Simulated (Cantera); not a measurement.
Charge: 1 mol SiCl4, 0.77 mol HCl, 120 mol H2, held at 1250 °C and 0.0133 bar.

These are equilibrium values from Cantera (NASA tables, ideal gas, pure condensed phases), not measurements of a reactor. Candidate condensed phases: Si; 19 gas species. The tables' values for SiCl3 are old estimates; treat these amounts as uncertain. The numbers say what is thermodynamically allowed, not how fast it happens.

Base state: H2 0.964, HCl 0.0319, SiCl2 0.00344, H 0.000197, SiCl3 2.78e-5 (mole fractions); condensed: Si(s).

Q: What changes in the equilibrium state with this change: HCl from 0.77 to 0.12 mol?

A: 
| species | before | after |
|---|---|---|
| H2 | 0.964 | 0.969 |
| HCl | 0.0319 | 0.0283 |
| SiCl2 | 0.00344 | 0.00270 |
| SiCl3 | 2.78e-5 | 1.92e-5 |
| H | 0.000197 | 0.000197 |
| Si(s), mol | 0.573 | 0.667 |
